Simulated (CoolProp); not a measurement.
Values from CoolProp's reference Helmholtz-energy equation of state, Lemmon 2006. It is a short technical equation, of lower accuracy than the large ones.

Q: For acetone, give the phase and the Z, cv (kJ/(kg K)) at -76.65 °C and 7.72 bar; 46.05 °C and 15.4 bar.

A: 
- -76.65 °C and 7.72 bar: liquid; Z 0.0307, cv 1.44
- 46.05 °C and 15.4 bar: liquid; Z 0.0442, cv 1.59
